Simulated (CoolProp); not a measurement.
R245ca at several states: density (kg/m³) from the reference equation and from simpler models built on Tc = 447.6 K, pc = 39.41 bar, ω = 0.355; each cubic takes its own stable root.

Model: reference Helmholtz-energy equation of state, Zhou 2016, in CoolProp.

```csv
T (K),p (bar),phase,reference
308.8,100,liquid,1386
318.5,97.1,liquid,1363
219.8,1.74,liquid,1572
417.4,100,liquid,1093
```

Problem. How far does each simpler model (van der Waals, Redlich-Kwong, Peng-Robinson) lie from the reference over these 4 states: mean and median of the absolute difference, and the worst?

Solution. 
- van der Waals: mean 36.5 %, median 36.7 %, worst -40.5 % at 219.8 K and 1.74 bar
- Redlich-Kwong: mean 11.1 %, median 11.1 %, worst -11.8 % at 417.4 K and 100 bar
- Peng-Robinson: mean 3.5 %, median 3.8 %, worst +5.1 % at 318.5 K and 97.1 bar
